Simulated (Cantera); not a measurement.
Feed: 1 mol B2H6, 4.2 mol N2, held at 52.0 Pa.

Equilibrium computed with Cantera from the NASA thermochemical tables; the gas is ideal and each condensed phase is pure. Candidate condensed phases: B, BN; 15 gas species. The feed counts by its element totals alone. N2 is the only nitrogen source here; it is nearly inert below about 1500 K, so the nitride shown seldom forms there in practice. The numbers say what is thermodynamically allowed, not how fast it happens. All values below are at 1475 K.

Base state: N2 0.516, H2 0.484, H 0.000396 (mole fractions); condensed: BN(s).

### Question
What changes in the equilibrium state with this change: B2H6 replaced by B?

### Answer
| species | before | after |
|---|---|---|
| N2 | 0.516 | 1.00 |
| H2 | 0.484 | 0 |
| H | 0.000396 | 0 |
| BN(s), mol | 2.00 | 1.00 |
